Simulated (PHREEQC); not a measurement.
Dissolve 0.015 mol HCl and 9e-05 mol CuCl2 per kg of water at 25 °C. Closed to the air; pH follows from the charge balance.

The numbers come from PHREEQC with the ion-association model, phreeqc.dat.

| quantity | before | after |
|---|---|---|
| pH | 1.87 | 1.87 |
| CuCl+ (mol/kgw) | 2.25e-6 | 8.10e-7 |
| CuOH+ (mol/kgw) | 4.62e-11 | 4.73e-11 |

Question: What was changed between the two runs?
A. HCl from 0.015 to 0.0225 mol/kgw
B. CuCl2 replaced by Cu(NO3)2 at the same molality
C. 0.0015 mol/kgw KCl added
D. CuCl2 from 9e-05 to 9.9e-05 mol/kgw
E. temperature from 25 to 5 °C

Answer: E, temperature from 25 to 5 °C

This is a speciation only: nothing precipitates in the calculation. Away from 25 °C the constants follow the database's enthalpies or fits; those with neither stay at their 25 °C values.
